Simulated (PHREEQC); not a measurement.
Dissolve 0.013 mol/kgw H2SO4, 0.25 mol/kgw ZnSO4 and 0.00027 mol/kgw Na2SO4 at 82 °C. Closed to the air; pH follows from the charge balance.

The numbers come from PHREEQC with the ion-association model, phreeqc.dat.

No solid was allowed to form.

Task: What pH, density, ionic strength does the model give?

Result: pH 2.57; density 1.010 g/cm³; ionic strength 0.480 mol/kgw.

Task: In which forms is Zn present?

Result: Zn+2 49 %, ZnSO4 38 %, Zn(SO4)2-2 13 % of the Zn.

Constants without temperature data keep their 25 °C values here.
